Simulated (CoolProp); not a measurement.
The numbers come from the reference Helmholtz-energy equation of state, Lemmon 2022 in CoolProp.

Q: For R1234yf, give the phase and the cv (kJ/(kg K)), conductivity (mW/(m K)), Prandtl number at 136.85 °C and 282 kPa; 136.85 °C and 564 kPa; 136.85 °C and 1410 kPa.

A: 
- 136.85 °C and 282 kPa: gas; cv 1.01, conductivity 23.4, Prandtl number 0.792
- 136.85 °C and 564 kPa: gas; cv 1.02, conductivity 23.6, Prandtl number 0.797
- 136.85 °C and 1410 kPa: gas; cv 1.03, conductivity 24.2, Prandtl number 0.820

Viscosity comes from a separate model (Bell 2016), an estimate that may be off by 10 % or more. Thermal conductivity comes from a separate model (Perkins 2011).
